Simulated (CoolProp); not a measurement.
Vapour-liquid equilibrium of 1-butene (1) + n-butane (2) at 275.6 K; x and y are mole fractions of (1).

Model: multi-fluid Helmholtz-energy mixture model, Lemmon 2005 and Bücker 2006; pair parameters Bell 2016, in CoolProp.

```csv
x,"bubble pressure, mixture model (MPa)","bubble pressure, Raoult's law (MPa)","y, mixture model","y, Raoult's law"
0.05,0.1146,0.1145,0.062,0.061
0.125,0.1169,0.1166,0.152,0.151
0.2,0.1192,0.1187,0.239,0.237
0.275,0.1215,0.1207,0.323,0.321
0.35,0.1238,0.1228,0.404,0.401
0.425,0.1261,0.1249,0.481,0.479
0.5,0.1283,0.1270,0.555,0.554
0.575,0.1305,0.1290,0.626,0.627
0.65,0.1325,0.1311,0.695,0.698
0.725,0.1345,0.1332,0.762,0.766
0.8,0.1364,0.1353,0.828,0.833
0.875,0.1381,0.1373,0.892,0.897
0.95,0.1398,0.1394,0.957,0.959
```

The largest gap from Raoult's law is +1.2 % in bubble pressure, at x = 0.575. No azeotrope shows between x = 0.05 and 0.95.

The pair parameters rest on a limited set of measurements; away from them the model extrapolates.
